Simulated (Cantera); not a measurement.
Mixture: CO : H2 : O2 : N2 = 1 : 1.1 : 0.875 : 3.29 (molar parts), equivalence ratio 1.2, at 1.00 bar, adiabatic and at constant pressure. Ignition delay is the time to a rise of 400 K.

Model: GRI-Mech 3.0 (53 species, 325 reactions), integrated in Cantera. Where the delays flatten at high temperature, the 400 K rule measures the pace of heat release, not the induction time.

```csv
quantity,before,after
delay at 1100 K,0.104 ms,0.355 ms
delay at 1200 K,56.7 µs,27.6 µs
delay at 1300 K,37.9 µs,5.60 µs
delay at 1400 K,29.0 µs,2.78 µs
delay at 1500 K,24.6 µs,1.80 µs
```

Task: Which change was made?
A) pressure from 1.00 bar to 0.430 bar
B) CO 1 to 0.31 parts
C) constant volume in place of constant pressure
D) pressure from 1.00 bar to 10.0 bar

Result: D, pressure from 1.00 bar to 10.0 bar
